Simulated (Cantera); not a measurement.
Cantera run, input and output.

```python
import numpy as np
import cantera as ct

surf = ct.Interface("diamond.yaml", "diamond_100")
gas, bulk = surf.adjacent["gas"], surf.adjacent["diamond"]
k = surf.kinetics_species_index(bulk.species_names[0])
cover = ["c6HH", "c6H*", "c6*H", "c6**", "c6HM", "c6B"]

rows, drift = [], 0.0
print(f"{'P':>10s}{'um/h':>11s}" + "".join(f"{s:>11s}" for s in cover))
for v in [770, 1300, 2100, 3600, 6000, 9900, 17000, 28000]:
    T, P, xH, xCH3 = 1250, v, 0.00053, 3.8e-05
    gas.TPX = T, P, {"H": xH, "CH3": xCH3, "CH4": 0.0026, "H2": 1 - xH - xCH3 - 0.0026}
    surf.TP = bulk.TP = T, P
    surf.coverages = "c6H*:0.1, c6HH:0.9"
    surf.advance_coverages(100.0)
    before = surf.coverages
    surf.advance_coverages(100.0)
    drift = max(drift, np.max(np.abs(surf.coverages - before) / (surf.coverages + 1e-9)))
    rate = surf.net_production_rates[k] * bulk.mean_molecular_weight / bulk.density * 3.6e9
    rows.append([rate, *surf[cover].coverages])
    print(f"{v:10.4g}{rate:11.4e}" + "".join(f"{x:11.3e}" for x in rows[-1][1:]))
```

Output:

```
         P       um/h       c6HH       c6H*       c6*H       c6**       c6HM        c6B
       770 1.1316e-02  4.715e-01  4.019e-02  4.684e-01  1.949e-02  2.734e-05  3.071e-11
      1300 2.2658e-02  4.715e-01  4.019e-02  4.683e-01  1.946e-02  4.755e-05  6.148e-11
      2100 4.1566e-02  4.715e-01  4.018e-02  4.683e-01  1.945e-02  7.826e-05  1.128e-10
      3600 8.1231e-02  4.715e-01  4.018e-02  4.682e-01  1.943e-02  1.357e-04  2.204e-10
      6000 1.5471e-01  4.714e-01  4.017e-02  4.681e-01  1.942e-02  2.267e-04  4.198e-10
      9900 2.9886e-01  4.713e-01  4.016e-02  4.680e-01  1.941e-02  3.717e-04  8.110e-10
   1.7e+04 6.3594e-01  4.711e-01  4.015e-02  4.677e-01  1.940e-02  6.265e-04  1.726e-09
   2.8e+04 1.3352e+00  4.708e-01  4.013e-02  4.674e-01  1.939e-02  9.994e-04  3.623e-09
```

Model: the Harris–Goodwin 1993 mechanism for the reconstructed diamond (100) surface, integrated in Cantera.
